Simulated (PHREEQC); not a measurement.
A solution holds 16 mmol/kgw Pb(NO3)2, 1.8 mmol/kgw HNO3 and 0.67 mmol/kgw Na2SO4, at 24 °C. Closed to the air; pH follows from the charge balance.

Equilibrium calculation in PHREEQC: ion-association model, phreeqc.dat.

This is a speciation only: nothing precipitates in the calculation.

Estimate the pH, ionic strength.

pH 2.82; ionic strength 0.0447 mol/kgw.

In which forms is N present?

NO3- 92 %, PbNO3+ 8.1 % of the N.

Saturation is exceeded, for instance for Anglesite; the values hold only as long as no solid forms. Complexes and solids missing from the database can't appear.
